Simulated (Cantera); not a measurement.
## Premixed flame

A freely propagating, adiabatic, planar premixed flame of H2 : O2 : N2 = 1 : 0.5 : 1.88 (molar parts), unburnt at 375 K and 2100 Torr; mixture-averaged transport, grid criteria slope 0.08 and curve 0.16, no radiation.

Model: the H2/O2 subset of GRI-Mech 3.0, which has no nitrogen chemistry, integrated in Cantera. The hydrogen kinetics of GRI-Mech 3.0 are dated; newer H2 mechanisms differ, most at raised pressure. Burning velocities carry a grid error of a few per cent, more on coarse grids.

```json
[
 {"z (mm)": "-0.308", "T (K)": "375", "u (m/s)": "3.15", "x H2": "0.296", "x O2": "0.148", "x OH": "<1e-8", "x O": "<1e-8", "x H2O": "<1e-8", "x H": "<1e-8"},
 {"z (mm)": "-0.205", "T (K)": "375", "u (m/s)": "3.15", "x H2": "0.296", "x O2": "0.148", "x OH": "<1e-8", "x O": "<1e-8", "x H2O": "1.82e-8", "x H": "<1e-8"},
 {"z (mm)": "-0.154", "T (K)": "375", "u (m/s)": "3.15", "x H2": "0.296", "x O2": "0.148", "x OH": "<1e-8", "x O": "<1e-8", "x H2O": "3.36e-7", "x H": "<1e-8"},
 {"z (mm)": "-0.103", "T (K)": "376", "u (m/s)": "3.15", "x H2": "0.294", "x O2": "0.148", "x OH": "<1e-8", "x O": "2.22e-8", "x H2O": "6.46e-6", "x H": "<1e-8"},
 {"z (mm)": "-0.0513", "T (K)": "405", "u (m/s)": "3.33", "x H2": "0.280", "x O2": "0.151", "x OH": "6.37e-6", "x O": "1.79e-6", "x H2O": "0.00100", "x H": "7.04e-7"},
 {"z (mm)": "-0.0256", "T (K)": "680", "u (m/s)": "5.37", "x H2": "0.235", "x O2": "0.147", "x OH": "0.000893", "x O": "0.000139", "x H2O": "0.0242", "x H": "0.00119"},
 {"z (mm)": "0", "T (K)": "1179", "u (m/s)": "9.01", "x H2": "0.157", "x O2": "0.116", "x OH": "0.00244", "x O": "0.00223", "x H2O": "0.101", "x H": "0.0131"},
 {"z (mm)": "0.0256", "T (K)": "1536", "u (m/s)": "11.6", "x H2": "0.0862", "x O2": "0.0667", "x OH": "0.00693", "x O": "0.00633", "x H2O": "0.190", "x H": "0.0275"},
 {"z (mm)": "0.0513", "T (K)": "1733", "u (m/s)": "13.0", "x H2": "0.0528", "x O2": "0.0384", "x OH": "0.0114", "x O": "0.00800", "x H2O": "0.238", "x H": "0.0309"},
 {"z (mm)": "0.103", "T (K)": "1923", "u (m/s)": "14.3", "x H2": "0.0389", "x O2": "0.0242", "x OH": "0.0148", "x O": "0.00733", "x H2O": "0.264", "x H": "0.0245"},
 {"z (mm)": "0.205", "T (K)": "2090", "u (m/s)": "15.4", "x H2": "0.0336", "x O2": "0.0190", "x OH": "0.0152", "x O": "0.00510", "x H2O": "0.279", "x H": "0.0155"},
 {"z (mm)": "0.410", "T (K)": "2229", "u (m/s)": "16.3", "x H2": "0.0273", "x O2": "0.0148", "x OH": "0.0137", "x O": "0.00309", "x H2O": "0.294", "x H": "0.00874"},
 {"z (mm)": "0.821", "T (K)": "2331", "u (m/s)": "16.9", "x H2": "0.0208", "x O2": "0.0114", "x OH": "0.0115", "x O": "0.00175", "x H2O": "0.307", "x H": "0.00463"}
]
```
x: mole fraction of selected species; z is measured from the peak of heat release.

- laminar burning velocity = 315 cm/s
- thermal thickness = 0.103 mm
- peak x(OH) = 0.0153
- peak x(O) = 0.00809
- peak x(H) = 0.0310
- grid points = 111
